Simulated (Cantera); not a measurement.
# Equilibrium for boron, boron nitride and boron oxide: borazine + O2 + N2

Input: 1 mol borazine, 0.18 mol O2, 8.9 mol N2, held at 0.00133 bar.

Method: chemical equilibrium by Gibbs-energy minimisation in Cantera with the NASA 1993 tables (ideal gas, pure condensed phases). Candidate condensed phases: B, BN, B2O3, B3O3H3, H2O; 39 gas species. The feed counts by its element totals alone. Mutual solubility and eutectic melting of coexisting phases are not modelled. The tables' values for BH2 are old estimates; treat these amounts as uncertain. Rates play no part.

```
T (K)   x N2   x H2    x HBO       x H      x BO    x HBO2    x B2O3  n BN(s)  n B2O3(l)
-----  -----  -----  -------  --------  --------  --------  --------  -------  ---------
1398   0.747  0.246  0.00121   6.43e-5   9.61e-6   0.00355   0.00172     2.77     0.0645
1448   0.743  0.243  0.00276  0.000124   3.98e-5   0.00548   0.00506     2.77          0
1498   0.743  0.242  0.00429  0.000232  0.000107   0.00427   0.00514     2.76          0
1548   0.742  0.242  0.00631  0.000414  0.000264   0.00319   0.00479     2.74          0
1598   0.742  0.240  0.00870  0.000714  0.000589   0.00225   0.00401     2.72          0
1648   0.741  0.239   0.0112   0.00119   0.00119   0.00146   0.00291     2.69          0
1698   0.740  0.237   0.0133   0.00193   0.00216  0.000857   0.00178     2.67          0
1748   0.739  0.235   0.0145   0.00303   0.00355  0.000453  0.000911     2.66          0
1798   0.737  0.234   0.0149   0.00466   0.00532  0.000219  0.000404     2.65          0
1848   0.735  0.232   0.0146   0.00700   0.00744  0.000100  0.000162     2.64          0
1898   0.733  0.230   0.0137    0.0103   0.00983   4.42e-5   6.08e-5     2.64          0
1948   0.731  0.228   0.0125    0.0148    0.0123   1.89e-5   2.15e-5     2.64          0
```
x: gas mole fraction; n: condensed amount in mol.

At 1398 K the condensed part is BN(s) + B2O3(l). From 1448 K to 1948 K the condensed part is BN(s). The main B-bearing gas is HBO2 at 1398 K and HBO at 1948 K.
